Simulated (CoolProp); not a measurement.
Isohexane at several states: density (kg/m³) from the reference equation and from simpler models built on Tc = 497.7 K, pc = 30.43 bar, ω = 0.280; each cubic takes its own stable root.

The numbers come from the reference Helmholtz-energy equation of state, Lemmon 2006 in CoolProp. It is a short technical equation, of lower accuracy than the large ones.

```
T (K)  p (bar)   phase  reference
-----  -------  ------  ---------
231.8    0.543  liquid      707.2
140.6     78.7  liquid      790.5
266.1     9.35  liquid      678.1
```

Task: How far does each simpler model (Soave-Redlich-Kwong, Peng-Robinson) lie from the reference over these 3 states: mean and median of the absolute difference, and the worst?

Result: 
- Soave-Redlich-Kwong: mean 10.1 %, median 9.2 %, worst -12.6 % at 140.6 K and 78.7 bar
- Peng-Robinson: mean 2.5 %, median 2.3 %, worst +3.0 % at 266.1 K and 9.35 bar
